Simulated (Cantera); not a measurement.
A closed system holds: 1 mol Fe, 1.6 mol Cl2, 1.2 mol O2, equilibrated at 1373.15 K.

Cantera equilibrium calculation (NASA polynomials, part measured and part estimated; ideal gas, pure solids and liquids). Candidate condensed phases: Fe, FeCl2, FeCl3, FeO, Fe2O3, Fe3O4; 13 gas species. Equilibrium is a limit: real reactors are often held back by kinetics, nucleation or transport.

### Question
Which condensed phases are stable at each of these points (P (Pa)): 1000, 3200, 10000, 32000, 100000, 320000, 1000000?

### Answer
| P (Pa) | condensed phases | Fe condensed (%) |
|---|---|---|
| 1000 | gas only | 0.0 |
| 3200 | Fe2O3(s) | 10.6 |
| 10000 | Fe2O3(s) | 26.9 |
| 32000 | Fe2O3(s) | 39.8 |
| 100000 | Fe2O3(s) | 49.3 |
| 320000 | Fe2O3(s) | 56.7 |
| 1000000 | Fe2O3(s) | 62.2 |

At 0.0100 bar nothing is condensed. From 0.0320 bar to 10.0 bar the condensed part is Fe2O3(s).
